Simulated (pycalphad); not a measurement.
CALPHAD calculation (pycalphad, COST 507 light-alloy database (1999)), 1 atm. The data set is of 1999 and partly superseded. Phase fractions are per mole of atoms.

**Question.** Give the equilibrium state of Al-0.2949C (wt.%) at 452 °C.

**Answer.** 
```
T = 725.00 K, P = 101325 Pa, N = 1 mol of atoms
G = -26446 J/mol, H = 11032 J/mol, S = 51.69 J/(mol K)  (SER reference)
chemical potentials (J/mol): Al -26159, C -69661
phase             fraction      x(Al)       x(C)
FCC_A1              0.9846     1.0000   1.14e-13
AL4C3               0.0154     0.5714     0.4286
```

**Question.** Give the equilibrium state of Al-0.2949C (wt.%) at 1352 °C.

**Answer.** liquid, fraction 0.986, with 0.03 C wt.%; AL4C3, fraction 0.014, with 25.0 C wt.%.

Database names, with the compositions (at.%) that they take in these runs: AL4C3: Al 57 C 43. FCC_A1 is fcc.
